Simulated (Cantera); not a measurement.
**TiCl4 + O2 (titanium nitride, carbide and oxide coatings)**

Input: 1 mol TiCl4, 0.43 mol O2.

Equilibrium computed with Cantera from the NASA thermochemical tables; the gas is ideal and each condensed phase is pure. Candidate condensed phases: Ti, TiCl2, TiCl3, TiCl4, TiO, TiO2, Ti2O3, Ti3O5, Ti4O7; 15 gas species. Mutual solubility and eutectic melting of coexisting phases are not modelled. The tables' values for TiCl2 are old estimates. Condensed phases not in the tables: Magnéli phases beyond Ti4O7, TiOCl. Kinetics and transport are ignored.

Stable condensed phases:

```
T in °C \ P in Pa
             10     25     63    160    400   1000   2500   6300  16000  40000 100000
   1850       A      A      A      B      B      B      C      D      D      D      D
   1750       A      A      B      B      B      D      D      D      D      D      D
   1650       A      A      B      D      D      D      D      D      D      D      D
   1550       E      C      D      D      D      D      D      D      D      D      D
   1450       D      D      D      D      D      D      D      D      D      D      D
   1350       D      D      D      D      D      D      D      D      D      D      D
   1250       D      D      D      D      D      D      D      D      D      D      D
   1150       D      D      D      D      D      D      D      D      D      D      D
   1050       D      D      D      D      D      D      D      D      D      D      D
    950       D      D      D      D      D      D      D      D      D      D      D
    850       D      D      D      D      D      D      D      D      D      D      D
    750       D      D      D      D      D      D      D      D      D      D      D
```

A: Ti3O5; B: Ti4O7; C: TiO2 + Ti4O7; D: TiO2; E: Ti3O5 + Ti4O7.
